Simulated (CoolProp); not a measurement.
Aqueous potassium carbonate as a coolant, 38 % by mass, freezing at -32.8 °C, 1 atm.

Values from CoolProp's Melinder's fits for secondary coolants.

```csv
T (°C),density (kg/m³),cp (kJ/(kg K)),Prandtl number,conductivity (W/(m K))
-13.3,1406,2.696,60.9,0.505
-8.8,1404,2.704,49.9,0.513
-4.3,1403,2.712,41.6,0.520
0.2,1401,2.720,35.1,0.527
4.7,1399,2.728,30.0,0.534
9.2,1396,2.736,26.0,0.542
13.6,1394,2.744,22.8,0.549
18.1,1392,2.752,20.1,0.556
22.6,1389,2.761,17.8,0.563
27.1,1387,2.769,15.9,0.570
31.6,1384,2.778,14.3,0.577
```
